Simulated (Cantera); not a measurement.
Input (Python, Cantera):

```python
import numpy as np
import cantera as ct

gas = ct.Solution("gri30.yaml")
gas.TPX = 1300, 101325, {'CH4': 1, 'O2': 1.25, 'N2': 4.7}
reactor = ct.IdealGasConstPressureReactor(gas, energy="on", clone=False)
net = ct.ReactorNet([reactor])
net.rtol, net.atol = 1e-08, 1e-16
show = ['CH4', 'O2', 'HCO', 'C2H', 'H2', 'HO2']
times = np.geomspace(2e-06, 2, 12)

steps = ct.SolutionArray(gas, extra=["t"])
rows = []
print(f"{'t/s':>10s}{'T/K':>9s}{'P/Pa':>11s}" + "".join(f"{s:>11s}" for s in show))
for t in times:
    while net.time < t:
        t_next = net.step()
        steps.append(gas.state, t=t_next)
    rows.append([np.interp(t, steps.t, y) for y in (steps.T, steps.P, *steps(*show).X.T)])
    print(f"{t:10.3e}{rows[-1][0]:9.1f}{rows[-1][1]:11.4g}" + "".join(f"{x:11.3e}" for x in rows[-1][2:]))
rate = np.gradient(steps.T, steps.t)
print("integrator steps:", len(steps.t))
if steps.T.max() > steps.T[0] + 200:
    print(f"time of steepest temperature rise: {steps.t[rate.argmax()]:.4e} s")
gas.TPX = 1300, 101325, {'CH4': 1, 'O2': 1.25, 'N2': 4.7}
gas.equilibrate("HP")
print(f"equilibrium (HP): T = {gas.T:.1f} K  " + "  ".join(f"{s} {gas[s].X[0]:.3e}" for s in show))
```

Output:

```
       t/s      T/K       P/Pa        CH4         O2        HCO        C2H         H2        HO2
 2.000e-06   1300.0  1.013e+05  1.439e-01  1.799e-01  3.962e-17  3.206e-35  4.445e-10  1.368e-08
 7.022e-06   1300.0  1.013e+05  1.439e-01  1.799e-01  5.404e-16  2.147e-32  1.965e-09  4.776e-08
 2.466e-05   1300.0  1.013e+05  1.439e-01  1.799e-01  7.196e-15  1.440e-29  8.009e-09  1.641e-07
 8.658e-05   1300.0  1.013e+05  1.439e-01  1.799e-01  1.076e-13  1.354e-26  3.975e-08  5.322e-07
 3.040e-04   1300.0  1.013e+05  1.439e-01  1.799e-01  2.581e-12  2.408e-23  3.863e-07  1.359e-06
 1.067e-03   1300.1  1.013e+05  1.438e-01  1.798e-01  9.707e-11  5.978e-20  6.792e-06  1.517e-06
 3.748e-03   1301.8  1.013e+05  1.434e-01  1.796e-01  1.152e-09  1.732e-17  7.287e-05  3.423e-06
 1.316e-02   1348.6  1.013e+05  1.335e-01  1.723e-01  8.448e-08  2.985e-13  2.868e-03  3.593e-05
 4.620e-02   2557.2  1.013e+05  1.212e-12  1.891e-04  1.295e-07  1.447e-17  9.082e-02  1.091e-07
 1.622e-01   2557.2  1.013e+05  1.212e-12  1.891e-04  1.295e-07  1.447e-17  9.082e-02  1.091e-07
 5.696e-01   2557.2  1.013e+05  1.212e-12  1.891e-04  1.295e-07  1.447e-17  9.082e-02  1.091e-07
 2.000e+00   2557.2  1.013e+05  1.212e-12  1.891e-04  1.295e-07  1.447e-17  9.082e-02  1.091e-07
integrator steps: 2284
time of steepest temperature rise: 1.5072e-02 s
equilibrium (HP): T = 2557.2 K  CH4 1.385e-12  O2 1.891e-04  HCO 1.295e-07  C2H 1.572e-17  H2 9.082e-02  HO2 1.091e-07
```

Computed with Cantera and GRI-Mech 3.0 (53 species, 325 reactions).
